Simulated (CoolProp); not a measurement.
Vapour-liquid equilibrium of C3F8 (R218) (1) + R134a (2) at 1.31 MPa; x and y are mole fractions of (1).

Values from CoolProp's multi-fluid Helmholtz-energy mixture model, Lemmon 2006 and Tillner-Roth 1994; pair parameters Bell 2016.

Question: Give the bubble temperature and the first vapour's composition at x = 0.05, 0.35, 0.55. Is there an azeotrope?

Answer: x = 0.05: 46.3 °C, y = 0.106; x = 0.35: 36.4 °C, y = 0.444; x = 0.55: 34.7 °C, y = 0.573. y crosses x between x = 0.55 and 0.65: the model has an azeotrope there.

The pair parameters rest on a limited set of measurements; away from them the model extrapolates.
